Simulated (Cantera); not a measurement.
CCl4 + H2 (fluorocarbon and chlorocarbon gases)

Charge: 1 mol CCl4, 2.2 mol H2, at 0.210 bar.

These are equilibrium values from Cantera (NASA tables, ideal gas, pure condensed phases), not measurements of a reactor. Candidate condensed phases: C, C6H6, C7H8, C8H18; 91 gas species. Kinetics and transport are ignored.

From 1950 K to 2300 K the condensed part is C(graphite). The main C-bearing gas is C2H2 (acetylene) throughout.

| T (K) | log p HCl | log p H2 | log p Cl | log p H | n C(graphite) |
|---|---|---|---|---|---|
| 1950 | -0.70 | -1.97 | -2.79 | -3.93 | 1.000 |
| 2000 | -0.71 | -1.96 | -2.64 | -3.77 | 1.000 |
| 2050 | -0.71 | -1.95 | -2.51 | -3.62 | 0.999 |
| 2100 | -0.71 | -1.93 | -2.39 | -3.47 | 0.999 |
| 2150 | -0.72 | -1.91 | -2.27 | -3.33 | 0.999 |
| 2200 | -0.72 | -1.89 | -2.17 | -3.19 | 0.999 |
| 2250 | -0.73 | -1.87 | -2.07 | -3.06 | 0.998 |
| 2300 | -0.74 | -1.84 | -1.97 | -2.93 | 0.997 |
log p: log10 of the partial pressure in bar; n: condensed amount in mol.
